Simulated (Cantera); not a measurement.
Charge: 1 mol C2F6, 0.061 mol H2, equilibrated at 877 °C and 0.100 bar.

These are equilibrium values from Cantera (NASA tables, ideal gas, pure condensed phases), not measurements of a reactor. Candidate condensed phases: C, C6H6, C7H8, C8H18; 95 gas species. The feed counts by its element totals alone. Gases not in the tables: C2F6 and larger saturated fluorocarbons. Rates play no part.

What is the equilibrium state?


- x(CF4) = 0.923
- x(HF) = 0.0767
- n(C(graphite)) = 0.530 mol
- gas amount = 1.591 mol
